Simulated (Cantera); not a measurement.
## Equilibrium for boron, boron nitride and boron oxide: borazine + O₂ + N₂

Feed: 1 mol borazine, 5 mol O₂, 1.1 mol N₂, equilibrated at 1.00 bar.

These are equilibrium values from Cantera (NASA tables, ideal gas, pure condensed phases), not measurements of a reactor. Candidate condensed phases: B, BN, B₂O₃, B₃O₃H₃, H₂O; 39 gas species. The feed counts by its element totals alone. Gases not in the tables: H₃BO₃. Equilibrium is a limit: real reactors are often held back by kinetics, nucleation or transport.

From 998 K to 1898 K the condensed part is B₂O₃(l). From 1998 K to 2098 K nothing is condensed.

```
T (K)  log p H₂O  log p N₂  log p HBO₂  log p O₂  log p B₂O₃  log p (HBO₂)₃  n B₂O₃(l)
-----  ---------  --------  ----------  --------  ----------  -------------  ---------
998        -0.37     -0.42       -4.78     -0.74      -11.52          -2.10       1.42
1098       -0.37     -0.42       -3.96     -0.74       -9.63          -2.30       1.45
1198       -0.36     -0.42       -3.27     -0.74       -8.06          -2.47       1.46
1298       -0.36     -0.42       -2.70     -0.74       -6.75          -2.63       1.47
1398       -0.37     -0.42       -2.22     -0.74       -5.64          -2.76       1.46
1498       -0.37     -0.42       -1.81     -0.74       -4.68          -2.89       1.43
1598       -0.39     -0.43       -1.46     -0.75       -3.85          -3.02       1.37
1698       -0.41     -0.44       -1.16     -0.76       -3.12          -3.15       1.24
1798       -0.46     -0.45       -0.90     -0.77       -2.48          -3.31       1.01
1898       -0.54     -0.48       -0.70     -0.80       -1.91          -3.51      0.618
1998       -0.66     -0.51       -0.55     -0.84       -1.43          -3.80          0
2098       -0.66     -0.51       -0.57     -0.84       -1.39          -4.50          0
```
log p: log10 of the partial pressure in bar; n: condensed amount in mol.
